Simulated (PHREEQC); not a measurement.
1 kg of water holding 33 mmol/kgw K2SO4 and 67 mmol/kgw KCl is evaporated at 30 °C; the solids stay in contact with the brine. CO2 from the air is kept out. Solids allowed: Arcanite, Misenite, Sylvite. Others were left out.

Equilibrium calculation in PHREEQC: Pitzer model, pitzer.dat.

| water left (kg) | ionic strength | water activity | Sylvite (mol) | Arcanite (mol) | Cl in solution (mol/kgw) | K in solution (mol/kgw) | S in solution (mol/kgw) |
|---|---|---|---|---|---|---|---|
| 1 | 0.166 | 0.996 | 0 | 0 | 0.0670 | 0.133 | 0.0330 |
| 0.8219 | 0.202 | 0.996 | 0 | 0 | 0.0815 | 0.162 | 0.0402 |
| 0.5552 | 0.299 | 0.994 | 0 | 0 | 0.121 | 0.240 | 0.0594 |
| 0.4563 | 0.364 | 0.992 | 0 | 0 | 0.147 | 0.291 | 0.0723 |
| 0.3082 | 0.539 | 0.989 | 0 | 0 | 0.217 | 0.431 | 0.107 |
| 0.2533 | 0.655 | 0.986 | 0 | 0 | 0.264 | 0.525 | 0.130 |
| 0.1711 | 0.970 | 0.980 | 0 | 0 | 0.392 | 0.777 | 0.193 |
| 0.1407 | 1.18 | 0.976 | 0 | 0 | 0.476 | 0.946 | 0.235 |
| 0.1156 | 1.44 | 0.971 | 0 | 0 | 0.580 | 1.15 | 0.285 |
| 0.07809 | 2.11 | 0.958 | 0 | 0.000443 | 0.858 | 1.69 | 0.417 |
| 0.06418 | 2.18 | 0.954 | 0 | 0.00880 | 1.04 | 1.80 | 0.377 |
| 0.04335 | 2.43 | 0.941 | 0 | 0.0203 | 1.55 | 2.13 | 0.293 |
| 0.03564 | 2.64 | 0.931 | 0 | 0.0240 | 1.88 | 2.38 | 0.252 |
| 0.0293 | 2.92 | 0.919 | 0 | 0.0268 | 2.29 | 2.71 | 0.212 |
| 0.01979 | 3.81 | 0.885 | 0 | 0.0302 | 3.39 | 3.67 | 0.140 |
| 0.01627 | 4.44 | 0.861 | 0 | 0.0312 | 4.12 | 4.33 | 0.108 |
| 0.01099 | 5.19 | 0.834 | 0.0127 | 0.0321 | 4.94 | 5.10 | 0.0826 |
| 0.00903 | 5.19 | 0.834 | 0.0224 | 0.0323 | 4.94 | 5.10 | 0.0826 |
| 0.006093 | 5.19 | 0.834 | 0.0369 | 0.0325 | 4.94 | 5.10 | 0.0826 |
| 0.005012 | 5.19 | 0.834 | 0.0422 | 0.0326 | 4.94 | 5.10 | 0.0826 |

Arcanite from water left = 0.07809 kg; Sylvite from water left = 0.01337 kg.

Complexes and solids missing from the database can't appear.
